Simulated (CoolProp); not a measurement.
Values from CoolProp's reference Helmholtz-energy equation of state, Lemmon 2005.

Question: Give the vapour pressure (MPa), liquid viscosity (µPa s), liquid conductivity (mW/(m K)) of saturated R125 at -14.85, 22.55 °C.

Answer: 
| T (°C) | p (MPa) | liquid viscosity (µPa s) | liquid conductivity (mW/(m K)) |
|---|---|---|---|
| -14.85 | 0.407 | 251 | 76.3 |
| 22.55 | 1.29 | 146 | 60.4 |

Viscosity comes from a separate model (Huber 2006). Thermal conductivity comes from a separate model (Perkins 2006).
